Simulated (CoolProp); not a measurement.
Saturation properties of oxygen.

The numbers come from the reference Helmholtz-energy equation of state, Schmidt 1985 in CoolProp.

```tsv
T (K)	p (MPa)	liquid density (kg/m³)	liquid viscosity (µPa s)	vapour viscosity (µPa s)
78.9	___	1196	271	___
82.1	0.03973	1180	___	6.31
85.2	0.05819	1166	223	6.56
88.4	0.08371	1150	204	6.81
91.6	0.1172	1134	188	7.06
94.8	0.1601	1118	173	7.31
98	0.2140	1101	160	7.57
101.2	0.2806	1084	148	7.82
104.4	0.3616	1067	___	8.08
107.6	0.4588	1049	128	8.35
110.8	0.5740	1031	___	8.61
114	0.7090	1012	111	8.89
117.2	0.8658	991.9	104	9.17
120.4	1.046	971.2	96.6	9.46
123.6	1.252	949.6	89.9	9.77
```

Question: What belongs in the gaps?

Answer: 
- 78.9, p (MPa): 0.02589
- 78.9, vapour viscosity (µPa s): 6.06
- 82.1, liquid viscosity (µPa s): 245
- 104.4, liquid viscosity (µPa s): 138
- 110.8, liquid viscosity (µPa s): 119

It boils at 90.2 K under 1 atm.

Viscosity comes from a separate model (Lemmon 2004).
